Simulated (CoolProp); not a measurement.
A single-stage vapour-compression cycle with vinyl chloride: evaporating at 304.15 K (dew point), condensing at 334.15 K (bubble point), superheat 8 K, subcooling 0 K, compressor efficiency 0.65, no pressure losses. Each further row changes one setting.

Computed with CoolProp (reference Helmholtz-energy equation of state, Thol 2022).

```csv
case,cooling COP,pressure ratio,discharge temperature (K),refrigerating effect (kJ/kg),volumetric capacity (kJ/m³)
as stated,5.82,2.17,368.8,277,3400
evaporating temperature 309.15 K,7.20,1.89,363.8,280,3930
condensing temperature 329.15 K,7.12,1.93,360.0,285,3500
subcooling 5 K,5.99,2.17,368.8,285,3500
superheat 18 K,5.78,2.17,379.5,287,3380
compressor efficiency 0.55,4.92,2.17,376.7,277,3400
```
